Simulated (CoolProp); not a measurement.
Vapour-liquid equilibrium of R143a (1) + R134a (2) at 306.4 K; x and y are mole fractions of (1).

Model: multi-fluid Helmholtz-energy mixture model, Lemmon and Jacobsen 2000 and Tillner-Roth 1994; pair parameters Lemmon 2004, in CoolProp.

Q: Give the bubble pressure and the first vapour's composition at x = 0.05, 0.65, 0.8. Is there an azeotrope?

A: x = 0.05: 0.8777 MPa, y = 0.078; x = 0.65: 1.292 MPa, y = 0.740; x = 0.8: 1.402 MPa, y = 0.858. No azeotrope shows between x = 0.05 and 0.95.

Pair parameters are fitted to limited data, so mixtures are less certain than the pure fluids.
